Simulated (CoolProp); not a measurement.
Properties of dimethyl carbonate along the isobar 4.64 MPa.

The numbers come from the reference Helmholtz-energy equation of state, Zhou 2011 in CoolProp.

```
T (K)   phase       Z  cp (kJ/(kg K))  cv (kJ/(kg K))  isothermal compressibility (1/MPa)  expansivity (1/kK)
-----  ------  ------  --------------  --------------  ----------------------------------  ------------------
422    liquid  0.1331           2.106           1.557                            0.002606               1.741
439.8  liquid  0.1319           2.162           1.590                            0.003194               1.898
457.6  liquid  0.1314           2.226           1.622                            0.004009               2.104
475.4  liquid  0.1316           2.304             ___                            0.005210               2.392
493.2  liquid  0.1328             ___           1.687                            0.007152               2.833
511    liquid  0.1357           2.568           1.722                             0.01080               3.601
528.8  liquid     ___             ___           1.761                             0.01992               5.314
546.6  liquid  0.1577           4.052           1.820                             0.07237               13.13
564.4     gas  0.5443           3.168           1.832                              0.5596               14.72
582.2     gas  0.6354           2.495           1.824                              0.3927               7.842
600       gas  0.6933           2.302           1.833                              0.3356               5.629
```

Some entries are withheld; supply them.


- 475.4, cv (kJ/(kg K)): 1.654
- 493.2, cp (kJ/(kg K)): 2.408
- 528.8, Z: 0.1416
- 528.8, cp (kJ/(kg K)): 2.877
